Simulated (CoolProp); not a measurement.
Vapour-liquid equilibrium of ethylene (1) + isobutane (2) at 1.3 bar; x and y are mole fractions of (1).

Model: multi-fluid Helmholtz-energy mixture model, Smukala 2000 and Bücker 2006; pair parameters Bell 2016, in CoolProp.

```csv
x,"bubble temperature, mixture model (°C)","bubble temperature, Raoult's law (°C)","y, mixture model","y, Raoult's law"
0.05,-26.4,-32.4,0.586,0.696
0.2,-60.6,-65.2,0.942,0.959
0.35,-75.7,-78.3,0.983,0.987
0.5,-84.6,-86.0,0.994,0.995
0.65,-90.7,-91.3,0.997,0.998
0.8,-95.1,-95.3,0.999,0.999
0.95,-98.5,-98.5,1.000,1.000
```

The largest gap from Raoult's law is +6.0 K in bubble temperature, at x = 0.05. No azeotrope shows between x = 0.05 and 0.95.

The pair parameters rest on a limited set of measurements; away from them the model extrapolates.
